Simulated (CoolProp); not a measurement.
The numbers come from the reference Helmholtz-energy equation of state, Lemmon 2016 in CoolProp.

Question: For R365MFC, give the phase and the cp (kJ/(kg K)), cv (kJ/(kg K)), speed of sound (m/s) at 171.85 °C and 245 kPa; 201.85 °C and 245 kPa.

Answer: 
- 171.85 °C and 245 kPa: gas; cp 1.25, cv 1.19, speed of sound 157
- 201.85 °C and 245 kPa: gas; cp 1.29, cv 1.23, speed of sound 163
